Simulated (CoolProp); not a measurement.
Saturation properties of benzene.

The numbers come from the reference Helmholtz-energy equation of state, Thol 2012 in CoolProp.

| T (K) | p (MPa) | liquid density (kg/m³) | vapour Z | surface tension (mN/m) | liquid viscosity (µPa s) | liquid conductivity (mW/(m K)) |
|---|---|---|---|---|---|---|
| 327.6 | 0.04277 | 841.7 | 0.9819 | 24.3 | 417 | 131 |
| 350.7 | 0.09371 | 816.2 | ___ | 21.4 | 328 | 124 |
| 373.7 | 0.1829 | 790.0 | 0.9482 | 18.5 | 264 | 117 |
| 396.8 | 0.3272 | 762.6 | 0.9222 | 15.8 | 216 | 111 |
| 419.8 | 0.5437 | 733.7 | ___ | 13.1 | 178 | 104 |
| 442.9 | 0.8540 | 702.8 | 0.8489 | ___ | 148 | 97.2 |
| 465.9 | 1.277 | 669.1 | ___ | 8.01 | 124 | 90.6 |
| 488.9 | 1.838 | 631.1 | ___ | 5.69 | 103 | 84.0 |
| 512 | 2.566 | 585.7 | 0.6649 | ___ | 84.1 | 77.4 |

### Question
What belongs in the gaps?

### Answer

- 350.7, vapour Z: 0.9678
- 419.8, vapour Z: 0.8894
- 442.9, surface tension (mN/m): 10.5
- 465.9, vapour Z: 0.7998
- 488.9, vapour Z: 0.7399
- 512, surface tension (mN/m): 3.53

It boils at 353.2 K under 1 atm.

Viscosity comes from a separate model (Avgeri 2014). Thermal conductivity comes from a separate model (Assael 2012). Surface tension comes from a separate correlation (Mulero 2012).
